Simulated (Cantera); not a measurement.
Charge: 1 mol (CH3)2SiCl2, 0.34 mol C2H2, 16 mol H2, 0.075 mol C2H4, held at 1500 K and 0.133 bar.

Equilibrium computed with Cantera from the NASA thermochemical tables; the gas is ideal and each condensed phase is pure. Candidate condensed phases: C, C6H6, C7H8, C8H18, Si, SiC; 109 gas species. The feed counts by its element totals alone. The tables' values for SiCl3 are old estimates; treat these amounts as uncertain. The numbers say what is thermodynamically allowed, not how fast it happens.

Base state: H2 0.902, HCl 0.0970, CH4 0.000279, SiCl2 0.000244, H 4.58e-5, SiCl3 2.27e-5 (mole fractions); condensed: C(graphite) + SiC(s).

Q: What changes in the equilibrium state with this change: temperature from 1500 K to 1898 K?

A: 
| species | before | after |
|---|---|---|
| H2 | 0.902 | 0.901 |
| HCl | 0.0970 | 0.0953 |
| H | 4.58e-5 | 0.00203 |
| SiCl2 | 0.000244 | 0.00101 |
| C2H2 (acetylene) | 8.14e-6 | 0.000339 |
| Cl | 3.97e-6 | 0.000162 |
| C(graphite), mol | 1.83 | 1.84 |
| SiC(s), mol | 0.994 | 0.979 |

Q: What changes in the equilibrium state with this change: (CH3)2SiCl2 replaced by SiF4?

A: 
```json
[
 {"species": "H2", "before": "0.902", "after": "0.934"},
 {"species": "SiF4", "before": "0", "after": "0.0494"},
 {"species": "HF", "before": "0", "after": "0.00956"},
 {"species": "HCl", "before": "0.0970", "after": "0"},
 {"species": "SiF3", "before": "0", "after": "0.00442"},
 {"species": "SiHF3", "before": "0", "after": "0.00237"},
 {"species": "SiCl2", "before": "0.000244", "after": "0"},
 {"species": "SiF2", "before": "0", "after": "0.000225"},
 {"species": "SiH2F2", "before": "0", "after": "5.18e-5"},
 {"species": "C(graphite), mol", "before": "1.83", "after": "0.815"},
 {"species": "SiC(s), mol", "before": "0.994", "after": "0.00969"}
]
```
The tables' values for SiF3, SiF2 are old estimates; treat these amounts as uncertain.
